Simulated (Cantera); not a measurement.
Charge: 1 mol Fe, 0.48 mol H2S, 19 mol N2, equilibrated at 1448.15 K and 6.00 mbar.

These are equilibrium values from Cantera (NASA tables, ideal gas, pure condensed phases), not measurements of a reactor. Candidate condensed phases: Fe, FeS, FeS2, S; 16 gas species. Metal and sulfide melt together well below either melting point, which pure phases cannot show. Mutual solubility and eutectic melting of coexisting phases are not modelled. FeS: taken at fixed stoichiometry. The numbers say what is thermodynamically allowed, not how fast it happens.

Base state: N2 0.974, H2 0.0242, S2 0.00131, H2S 0.000320, SH 7.37e-5, H 1.86e-5, S 1.02e-5 (mole fractions); condensed: Fe(γ) + FeS(s).

Problem. What changes in the equilibrium state with this change: temperature from 1448.15 K to 1425 K?

Solution. 
```json
[
 {"species": "N2", "before": "0.974", "after": "0.974"},
 {"species": "H2", "before": "0.0242", "after": "0.0243"},
 {"species": "S2", "before": "0.00131", "after": "0.000860"},
 {"species": "S", "before": "1.02e-5", "after": "6.17e-6"},
 {"species": "SH", "before": "7.37e-5", "after": "5.41e-5"},
 {"species": "H", "before": "1.86e-5", "after": "1.37e-5"},
 {"species": "H2S", "before": "0.000320", "after": "0.000294"},
 {"species": "Fe(γ), mol", "before": "0.579", "after": "0.560"},
 {"species": "FeS(s), mol", "before": "0.421", "after": "0.440"}
]
```
